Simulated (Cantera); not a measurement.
## CsCl + HCl + H₂ (halide evaporation, hydrolysis and transport)

A closed system holds: 1 mol CsCl, 0.93 mol HCl, 350 mol H₂, equilibrated at 1175 °C and 0.00133 bar.

Cantera equilibrium calculation (NASA polynomials, part measured and part estimated; ideal gas, pure solids and liquids). Candidate condensed phases: Cs, CsCl; 9 gas species. Kinetics and transport are ignored.

```
Item                                   Result
----------------------------------  ---------
x(H₂)                                   0.994
x(CsCl)                               0.00281
x(HCl)                                0.00267
x(H)                                 0.000252
x(Cs)                                 2.76e-5
gas amount                          352.0 mol
log10 activity of CsCl(l) (absent)      -4.84
log10 activity of Cs(l) (absent)        -8.69
```
